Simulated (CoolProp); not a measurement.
Methane at 298.15 K and 6.26 MPa is compressed adiabatically to 19.1 MPa with isentropic efficiency 0.8. Each further row changes one setting.

Values from CoolProp's reference Helmholtz-energy equation of state, Setzmann 1991.

| case | work (kJ/kg) | final temperature (K) | final density (kg/m³) |
|---|---|---|---|
| as stated | 229 | 405.7 | 92.6 |
| efficiency 1 | 183 | 390.6 | 97.4 |
| efficiency 0.65 | 282 | 423.1 | 87.6 |
